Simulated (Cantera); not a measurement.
## Adiabatic ignition

An adiabatic, constant-volume homogeneous reactor starts with 13.4 % H₂, 18.1 % O₂, 68.1 % N₂, 0.469 % NO, at 1500 K and 16.0 bar.

Cantera simulation using GRI-Mech 3.0 (53 species, 325 reactions); the numbers are that mechanism's predictions, not measurements. The hydrogen kinetics of GRI-Mech 3.0 are dated; newer H2 mechanisms differ, most at raised pressure. The pressure lies above the range GRI-Mech 3.0 was tuned for (to about 10 atm).

| t (s) | T (K) | P (bar) | x H₂ | x O₂ | x NO | x O | x NO₂ | x OH |
|---|---|---|---|---|---|---|---|---|
| 2.00e-6 | 2561 | 25.6 | 0.00141 | 0.118 | 0.00500 | 0.00292 | 2.44e-5 | 0.0115 |
| 5.52e-6 | 2595 | 25.9 | 0.000731 | 0.119 | 0.00507 | 0.00155 | 1.57e-5 | 0.00870 |
| 1.53e-5 | 2594 | 25.9 | 0.000730 | 0.119 | 0.00519 | 0.00155 | 1.60e-5 | 0.00869 |
| 4.21e-5 | 2593 | 25.9 | 0.000728 | 0.119 | 0.00553 | 0.00154 | 1.71e-5 | 0.00867 |
| 0.000116 | 2591 | 25.9 | 0.000723 | 0.118 | 0.00642 | 0.00152 | 1.99e-5 | 0.00861 |
| 0.000321 | 2586 | 25.8 | 0.000711 | 0.117 | 0.00857 | 0.00148 | 2.65e-5 | 0.00848 |
| 0.000887 | 2577 | 25.7 | 0.000688 | 0.115 | 0.0126 | 0.00141 | 3.89e-5 | 0.00822 |
| 0.00245 | 2566 | 25.6 | 0.000665 | 0.113 | 0.0168 | 0.00133 | 5.19e-5 | 0.00795 |
| 0.00676 | 2564 | 25.6 | 0.000659 | 0.113 | 0.0180 | 0.00131 | 5.55e-5 | 0.00788 |
| 0.0187 | 2564 | 25.6 | 0.000658 | 0.113 | 0.0180 | 0.00131 | 5.56e-5 | 0.00788 |
| 0.0516 | 2564 | 25.6 | 0.000658 | 0.113 | 0.0180 | 0.00131 | 5.56e-5 | 0.00788 |
| 0.142 | 2564 | 25.6 | 0.000658 | 0.113 | 0.0180 | 0.00131 | 5.56e-5 | 0.00788 |
| 0.393 | 2564 | 25.6 | 0.000658 | 0.113 | 0.0180 | 0.00131 | 5.56e-5 | 0.00788 |
| 1.09 | 2564 | 25.6 | 0.000658 | 0.113 | 0.0180 | 0.00131 | 5.56e-5 | 0.00788 |
| 3.00 | 2564 | 25.6 | 0.000658 | 0.113 | 0.0180 | 0.00131 | 5.56e-5 | 0.00788 |
x: mole fraction; the columns are a selection and need not sum to one.

The time of steepest temperature rise comes out as 1.16 µs. The temperature at 3.00 s is 2564 K and the equilibrium temperature is 2564 K. The x(H₂) at 3.00 s is 0.000658 (gas-phase equilibrium 0.000658) and the x(O₂) at 3.00 s is 0.113 (gas-phase equilibrium 0.113). The x(NO) at 3.00 s comes out as 0.0180 (gas-phase equilibrium 0.0180).
